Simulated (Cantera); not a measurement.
A perfectly stirred reactor is fed with NO : N2 = 1 : 7 (molar parts), at 97000 Pa; it is held at 2100 K, and followed from long to short residence time.

Cantera simulation using GRI-Mech 3.0 (53 species, 325 reactions); the numbers are that mechanism's predictions, not measurements.

**Question.** What does this change do: 0.0081 parts H2O added?

**Answer.** 
```tsv
quantity	before	after
x(NO) at τ = 3.90 s	0.0230	0.0227
x(O2) at τ = 3.90 s	0.0508	0.0509
x(N2) at τ = 3.90 s	0.926	0.925
x(O) at τ = 3.90 s	0.000322	0.000321
x(NO2) at τ = 3.90 s	1.64e-5	1.62e-5
x(NO) at τ = 50.0 ms	0.119	0.119
x(O2) at τ = 50.0 ms	0.00295	0.00302
x(N2) at τ = 50.0 ms	0.878	0.877
x(O) at τ = 50.0 ms	0.000106	8.69e-5
x(NO2) at τ = 50.0 ms	2.70e-5	2.20e-5
```

**Question.** What does this change do: temperature 2100 to 1575 K?

**Answer.** 
```
quantity                 before    after
---------------------  --------  -------
x(NO) at τ = 3.90 s      0.0230    0.122
x(O2) at τ = 3.90 s      0.0508  0.00130
x(N2) at τ = 3.90 s       0.926    0.876
x(O) at τ = 3.90 s     0.000322  5.15e-7
x(NO2) at τ = 3.90 s    1.64e-5  5.16e-5
x(NO) at τ = 50.0 ms      0.119    0.125
x(O2) at τ = 50.0 ms    0.00295  5.95e-6
x(N2) at τ = 50.0 ms      0.878    0.875
x(O) at τ = 50.0 ms    0.000106  2.01e-7
x(NO2) at τ = 50.0 ms   2.70e-5  1.89e-5
```
